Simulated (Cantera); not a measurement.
Feed: 1 mol Cr, 0.45 mol NH3, 95 mol H2, 0.64 mol O2, at 10.0 mbar.

These are equilibrium values from Cantera (NASA tables, ideal gas, pure condensed phases), not measurements of a reactor. Candidate condensed phases: Cr, CrN, Cr2N, Cr2O3, H2O; 29 gas species. Mutual solubility and eutectic melting of coexisting phases are not modelled. Kinetics and transport are ignored.

x: gas mole fraction; n: condensed amount in mol.

```csv
T (K),x H2,x H,x H2O,x Cr,x N2,n Cr2N(s),n Cr2O3(s),n Cr(s)
900,0.998,1.17e-9,3.32e-6,<1e-12,0.00196,0.0734,0.427,0
1100,0.998,___,___,___,0.00235,0,0.426,___
1300,0.997,___,___,___,0.00235,0,0.418,___
1500,0.996,0.000176,0.00124,5.62e-5,0.00235,0,0.387,0.220
1700,0.990,0.00147,0.00394,0.00209,0.00234,0,0.300,0.199
1900,0.967,0.00780,0.0131,0.0102,0.00231,0,0,0
2100,0.944,0.0303,0.0129,0.0101,0.00229,0,0,0
2300,0.884,0.0910,0.0123,0.00973,0.00222,0,0,0
```

Problem. Fill in the missing entries.

Solution. 
- 1300, x H: 1.10e-5
- 1300, x H2O: 0.000268
- 1300, x Cr: 4.76e-7
- 1300, n Cr(s): 0.164
- 1100, x H: 2.58e-7
- 1100, x H2O: 3.27e-5
- 1100, x Cr: 6.74e-10
- 1100, n Cr(s): 0.149
